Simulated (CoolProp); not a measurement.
Vapour-liquid equilibrium of R1234yf (1) + R152A (2) at 278.6 K; x and y are mole fractions of (1).

Computed with CoolProp (multi-fluid Helmholtz-energy mixture model, Lemmon 2022 and Outcalt 1996; pair parameters Bell 2023).

| x | bubble pressure, mixture model (bar) | bubble pressure, Raoult's law (bar) | y, mixture model | y, Raoult's law |
|---|---|---|---|---|
| 0.05 | 3.293 | 3.226 | 0.074 | 0.059 |
| 0.125 | (withheld) | 3.270 | 0.170 | 0.145 |
| 0.2 | 3.510 | 3.315 | 0.253 | 0.228 |
| 0.275 | 3.588 | 3.359 | 0.328 | 0.310 |
| 0.35 | 3.652 | 3.403 | (withheld) | 0.389 |
| 0.425 | 3.702 | 3.447 | 0.465 | 0.467 |
| 0.5 | 3.741 | 3.491 | 0.531 | 0.542 |
| 0.575 | 3.771 | 3.535 | (withheld) | 0.616 |
| 0.65 | 3.791 | 3.579 | 0.662 | 0.687 |
| 0.725 | 3.803 | 3.623 | 0.730 | 0.757 |
| 0.8 | 3.807 | 3.667 | 0.800 | 0.826 |
| 0.875 | 3.804 | 3.712 | 0.873 | 0.892 |
| 0.95 | 3.794 | 3.756 | 0.948 | 0.957 |

### Question
What belongs in the gaps?

### Answer

- 0.125, bubble pressure, mixture model (bar): 3.413
- 0.35, y, mixture model: 0.398
- 0.575, y, mixture model: 0.596

The largest gap from Raoult's law is +7.4 % in bubble pressure, at x = 0.425. y crosses x between x = 0.8 and 0.875: the model has an azeotrope there.

The pair parameters rest on a limited set of measurements; away from them the model extrapolates.
